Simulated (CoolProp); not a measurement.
Model: reference Helmholtz-energy equation of state, Thol 2019, in CoolProp.

Problem. Give the vapour pressure (kPa), enthalpy of vaporisation (kJ/kg), liquid cp (kJ/(kg K)), vapour Z of saturated tetradecamethylhexasiloxane (MD4M) at 466.2, 473.4, 501.9 K.

Solution. 
```
T (K)  p (kPa)  enthalpy of vaporisation (kJ/kg)  liquid cp (kJ/(kg K))  vapour Z
-----  -------  --------------------------------  ---------------------  --------
466.2     17.6                               120                   2.07     0.967
473.4     21.9                               118                   2.08     0.961
501.9     48.6                               108                   2.14     0.929
```
